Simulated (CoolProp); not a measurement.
Vapour-liquid equilibrium of isopentane (1) + toluene (2) at 0.537 bar; x and y are mole fractions of (1).

Model: multi-fluid Helmholtz-energy mixture model, Lemmon 2006 and Lemmon 2006; pair parameters Bell 2016, in CoolProp.

```csv
x,bubble temperature (K),y at the bubble point,dew temperature at overall composition x (K),liquid density (mol/L)
0.05,346.6,0.447,361.3,8.818
0.125,329.1,0.738,359.0,8.946
0.2,317.3,0.853,356.5,9.012
0.275,309.3,0.907,353.8,9.040
0.35,303.6,0.935,350.8,9.042
0.425,299.4,0.952,347.6,9.027
0.5,296.2,0.963,344.1,9.001
0.575,293.7,0.971,340.1,8.966
0.65,291.7,0.977,335.5,8.926
0.725,289.9,0.982,330.1,8.882
0.8,288.3,0.987,323.4,8.837
0.875,286.6,0.991,314.4,8.792
0.95,285.0,0.996,300.0,8.749
```

No azeotrope shows between x = 0.05 and 0.95.

The pair parameters rest on a limited set of measurements; away from them the model extrapolates.
